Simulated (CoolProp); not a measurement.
The numbers come from the reference Helmholtz-energy equation of state, Lemmon 2006 in CoolProp. It is a short technical equation, of lower accuracy than the large ones.

### Question
For CH3F (R41), give the phase and the density (kg/m³), speed of sound (m/s), expansivity (1/kK) at 287.9 K and 0.343 MPa; 308.4 K and 26 MPa; 399.9 K and 2.5 MPa.

### Answer
- 287.9 K and 0.343 MPa: gas; density 5.04, speed of sound 295, expansivity 3.88
- 308.4 K and 26 MPa: liquid; density 683, speed of sound 726, expansivity 3.46
- 399.9 K and 2.5 MPa: gas; density 27.7, speed of sound 332, expansivity 3.27
